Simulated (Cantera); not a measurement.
A freely propagating, adiabatic, planar premixed flame of CH4 : H2 : O2 : N2 = 1 : 0.043 : 2.85 : 12 (molar parts), equivalence ratio 0.71, unburnt at 598 K and 100000 Pa; mixture-averaged transport, grid criteria slope 0.08 and curve 0.16, no radiation.

Computed with Cantera and GRI-Mech 3.0 (53 species, 325 reactions). Burning velocities carry a grid error of a few per cent, more on coarse grids.

What does this change do: N2 12 to 15 parts?


```
quantity                     before      after
------------------------  ---------  ---------
laminar burning velocity  73.6 cm/s  43.9 cm/s
thermal thickness          0.467 mm   0.670 mm
peak x(CH3)                0.000996   0.000581
peak x(HCO)                 2.25e-5    1.03e-5
```

What does this change do: inlet temperature 598 to 350 K?


```tsv
quantity	before	after
laminar burning velocity	73.6 cm/s	20.7 cm/s
thermal thickness	0.467 mm	0.736 mm
peak x(CH3)	0.000996	0.000546
peak x(HCO)	2.25e-5	9.06e-6
```
